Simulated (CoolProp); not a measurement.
Vapour-liquid equilibrium of R125 (1) + R245fa (2) at 209.3 K; x and y are mole fractions of (1).

Values from CoolProp's multi-fluid Helmholtz-energy mixture model, Lemmon 2005 and Akasaka 2015; pair parameters Bell 2016.

### Question
Give the bubble pressure and the first vapour's composition at x = 0.25, 0.35, 0.85. Is there an azeotrope?

### Answer
x = 0.25: 0.01323 MPa, y = 0.944; x = 0.35: 0.01745 MPa, y = 0.963; x = 0.85: 0.03731 MPa, y = 0.995. No azeotrope shows between x = 0.05 and 0.95.

Pair parameters are fitted to limited data, so mixtures are less certain than the pure fluids.
